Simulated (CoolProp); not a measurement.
The numbers come from the reference Helmholtz-energy equation of state, Guder 2009 in CoolProp.

Problem. For sulfur hexafluoride, give the phase and the density (kg/m³), expansivity (1/kK), conductivity (mW/(m K)), Prandtl number at 10.45 °C and 43.9 bar; 40.15 °C and 43.9 bar; 54.95 °C and 43.9 bar.

Solution. 
- 10.45 °C and 43.9 bar: liquid; density 1530, expansivity 4.72, conductivity 61.6, Prandtl number 2.91
- 40.15 °C and 43.9 bar: liquid; density 1230, expansivity 12.8, conductivity 50.0, Prandtl number 2.77
- 54.95 °C and 43.9 bar: supercritical; density 607, expansivity 83.4, conductivity 35.8, Prandtl number 3.49

Viscosity comes from a separate model (Quiñones-Cisneros 2012). Thermal conductivity comes from a separate model (Assael 2012).
